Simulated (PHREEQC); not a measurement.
A solution holds 7.2 mmol/kgw NH4Cl and 2.8 mmol/kgw Na2SO4, at 20 °C. Closed to the air; pH follows from the charge balance.

Computed with PHREEQC (ion-association model, phreeqc.dat).

```csv
quantity,before,after
pH,5.86,6.20
ionic strength (mol/kgw),0.0152,0.00967
SO4-2 (mol/kgw),0.00261,0.00272
NaSO4- (mol/kgw),4.35e-5,4.92e-5
HSO4- (mol/kgw),2.22e-7,1.12e-7
SI of Halite (NaCl),-6.07,-6.75
```

Task: What was changed between the two runs?
A) NH4Cl from 0.0072 to 0.00792 mol/kgw
B) diluted 100-fold with water
C) NH4Cl from 0.0072 to 0.00144 mol/kgw
D) NH4Cl replaced by CaCl2 at the same molality

Result: C, NH4Cl from 0.0072 to 0.00144 mol/kgw

This is a speciation only: nothing precipitates in the calculation.
